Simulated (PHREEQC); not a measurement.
Ultrapure water in contact with air or piping (model solution)

A made-up water analysis in mg/L, 20 °C, pH 6.88, pe 10.4: Na 0.0323; K 0.0271; Ca 0.142; Mg 0.0317; Cl 0.0876; S(6) as SO4 0.0424; Alkalinity as HCO3 0.484; Cd 0.0378; N(5) as NO3 0.00016.

Valence states are taken as typed.

Equilibrium calculation in PHREEQC: ion-association model, phreeqc.dat.

This is a speciation only: nothing precipitates in the calculation.

Q: What charge-balance error does the model give?

A: charge-balance error 4.9 %.

Q: In which forms is C present?

A: HCO3- 76 %, CO2 24 % of the C.
